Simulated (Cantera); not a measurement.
An adiabatic, constant-volume homogeneous reactor starts with 5.73 % CH4, 19.8 % O2, 74.5 % N2, equivalence ratio 0.58, at 1675 K and 2.57 atm.

Cantera simulation using GRI-Mech 3.0 (53 species, 325 reactions); the numbers are that mechanism's predictions, not measurements.

One state of this run: T (K) = 2792; P (bar) = 4.41; x CH4 = <1e-12; x O2 = 0.0720; x CO2 = 0.0446; x NO2 = 1.70e-5; x OH = 0.0172. x: mole fraction; the columns are a selection and need not sum to one.

Task: Which value of t (s) does it belong to?
(A) 8.60e-6
(B) 1.00
(C) 3.69e-5
(D) 2.00e-6

Result: B, 1.00
